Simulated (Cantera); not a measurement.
**HgO + O₂ + N₂ (iron carbonyl, mercury and lead vapours)**

A closed system holds: 1 mol HgO, 0.26 mol O₂, 0.21 mol N₂, at 725 K.

Equilibrium computed with Cantera from the NASA thermochemical tables; the gas is ideal and each condensed phase is pure. Candidate condensed phases: Hg, HgO; 10 gas species. Kinetics and transport are ignored.

From 10.0 Pa to 0.770 bar nothing is condensed. From 2.80 bar to 10.0 bar the condensed part is HgO(s). The main Hg-bearing gas is Hg throughout.

```csv
P (Pa),x O₂,x Hg,x N₂,x NO₂,x NO,n HgO(s)
10,0.386,0.508,0.107,2.50e-9,2.41e-7,0
36,0.386,0.508,0.107,4.74e-9,2.41e-7,0
130,0.386,0.508,0.107,9.02e-9,2.41e-7,0
460,0.386,0.508,0.107,1.70e-8,2.41e-7,0
1700,0.386,0.508,0.107,3.26e-8,2.41e-7,0
6000,0.386,0.508,0.107,6.13e-8,2.41e-7,0
22000,0.386,0.508,0.107,1.17e-7,2.41e-7,0
77000,0.386,0.508,0.107,2.19e-7,2.41e-7,0
280000,0.508,0.139,0.354,1.00e-6,5.04e-7,0.918
1000000,0.547,0.0198,0.434,2.26e-6,5.79e-7,0.990
```
x: gas mole fraction; n: condensed amount in mol.
